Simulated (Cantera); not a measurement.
An adiabatic, constant-pressure homogeneous reactor starts with CH4 : C2H6 : O2 : N2 = 1 : 0.043 : 3.77 : 18.5 (molar parts), equivalence ratio 0.57, at 1200 K and 518 Torr. Integrator tolerance rtol = 1e-08.

Model: GRI-Mech 3.0 (53 species, 325 reactions), integrated in Cantera.

### Question
What does this change do: 0.73 parts H2O added?

### Answer
```
quantity                                                            before                                    after
---------------------------------  ---------------------------------------  ---------------------------------------
time of steepest temperature rise                                  19.6 ms                                  20.7 ms
temperature at 7.00 s                                               2142 K                                   2109 K
equilibrium temperature                                             2142 K                                   2109 K
x(CH4) at 7.00 s                     <1e-12 (gas-phase equilibrium <1e-12)    <1e-12 (gas-phase equilibrium <1e-12)
x(C2H6) at 7.00 s                    <1e-12 (gas-phase equilibrium <1e-12)    <1e-12 (gas-phase equilibrium <1e-12)
x(O2) at 7.00 s                      0.0658 (gas-phase equilibrium 0.0658)    0.0640 (gas-phase equilibrium 0.0640)
x(C2H4) at 7.00 s                    <1e-12 (gas-phase equilibrium <1e-12)    <1e-12 (gas-phase equilibrium <1e-12)
x(HO2) at 7.00 s                   1.74e-6 (gas-phase equilibrium 1.74e-6)  1.74e-6 (gas-phase equilibrium 1.74e-6)
```

### Question
What does this change do: constant volume in place of constant pressure?

### Answer
| quantity | before | after |
|---|---|---|
| time of steepest temperature rise | 19.6 ms | 19.0 ms |
| temperature at 7.00 s | 2142 K | 2348 K |
| equilibrium temperature | 2142 K | 2348 K |
| x(CH4) at 7.00 s | <1e-12 (gas-phase equilibrium <1e-12) | <1e-12 (gas-phase equilibrium <1e-12) |
| x(C2H6) at 7.00 s | <1e-12 (gas-phase equilibrium <1e-12) | <1e-12 (gas-phase equilibrium <1e-12) |
| x(O2) at 7.00 s | 0.0658 (gas-phase equilibrium 0.0658) | 0.0639 (gas-phase equilibrium 0.0639) |
| x(C2H4) at 7.00 s | <1e-12 (gas-phase equilibrium <1e-12) | <1e-12 (gas-phase equilibrium <1e-12) |
| x(HO2) at 7.00 s | 1.74e-6 (gas-phase equilibrium 1.74e-6) | 3.88e-6 (gas-phase equilibrium 3.88e-6) |
